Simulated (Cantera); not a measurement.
Stirred combustor or abatement burner

A perfectly stirred reactor is fed with CH₄ : CO : O₂ : N₂ : CO₂ = 1 : 0.042 : 1.84 : 6.91 : 1.4 (molar parts), equivalence ratio 1.1, at 7500 Torr; it is adiabatic with a 700 K inlet, and is followed from long to short residence time, starting on the burning branch (τ in s: 0.031, 0.017, 0.0091, 0.0049, 0.0026, 0.0014, 0.00075, 0.0004, 0.00022, 0.00012, 6.3e-05, 3.4e-05).

Model: GRI-Mech 3.0 (53 species, 325 reactions), integrated in Cantera.

| τ (s) | T (K) | x CH₄ | x CO | x O₂ | x CO₂ | x H₂O | x H₂O₂ | x NO₂ |
|---|---|---|---|---|---|---|---|---|
| 0.031 | 2222 | 7.91e-6 | 0.0287 | 0.000559 | 0.186 | 0.170 | 5.53e-8 | 5.48e-8 |
| 0.017 | 2218 | 1.19e-5 | 0.0291 | 0.000754 | 0.186 | 0.170 | 7.02e-8 | 5.90e-8 |
| 0.0091 | 2213 | 1.78e-5 | 0.0296 | 0.00106 | 0.185 | 0.170 | 9.30e-8 | 6.55e-8 |
| 0.0049 | 2206 | 2.61e-5 | 0.0303 | 0.00149 | 0.184 | 0.170 | 1.25e-7 | 7.40e-8 |
| 0.0026 | 2196 | 3.89e-5 | 0.0313 | 0.00211 | 0.183 | 0.169 | 1.70e-7 | 8.40e-8 |
| 0.0014 | 2183 | 5.79e-5 | 0.0327 | 0.00294 | 0.181 | 0.168 | 2.29e-7 | 9.37e-8 |
| 0.00075 | 2167 | 8.82e-5 | 0.0344 | 0.00405 | 0.179 | 0.167 | 3.07e-7 | 1.02e-7 |
| 0.00040 | 2145 | 0.000138 | 0.0367 | 0.00554 | 0.177 | 0.166 | 4.10e-7 | 1.06e-7 |
| 0.00022 | 2119 | 0.000221 | 0.0394 | 0.00741 | 0.173 | 0.165 | 5.35e-7 | 1.04e-7 |
| 0.00012 | 2085 | 0.000379 | 0.0428 | 0.00998 | 0.169 | 0.163 | 7.06e-7 | 9.42e-8 |
| 6.3e-5 | 2031 | 0.000814 | 0.0480 | 0.0145 | 0.163 | 0.161 | 1.01e-6 | 7.19e-8 |
| 3.4e-5 | 700 | 0.0893 | 0.00375 | 0.164 | 0.125 | <1e-12 | <1e-12 | <1e-12 |
x: mole fraction; the columns are a selection and need not sum to one.
